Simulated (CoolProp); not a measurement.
Fluoroethane (R161) at 366.09 K and 5 MPa is throttled through a valve to 0.769 MPa with no heat exchange. Each further row changes one setting.

Model: reference Helmholtz-energy equation of state, Wu 2012, in CoolProp.

| case | temperature change (K) | final phase | final density (kg/m³) |
|---|---|---|---|
| as stated | -74.5 | ___ | ___ |
| outlet pressure 0.231 MPa | -110.9 | two-phase, vapour fraction 0.667 | ___ |
| outlet pressure 1 MPa | ___ | ___ | ___ |

### Question
Fill in the missing entries.

### Answer

- as stated, final phase: two-phase, vapour fraction 0.543
- as stated, final density (kg/m³): 32.2
- outlet pressure 0.231 MPa, final density (kg/m³): 8.33
- outlet pressure 1 MPa, temperature change (K): -65.0
- outlet pressure 1 MPa, final phase: two-phase, vapour fraction 0.505
- outlet pressure 1 MPa, final density (kg/m³): 44.6
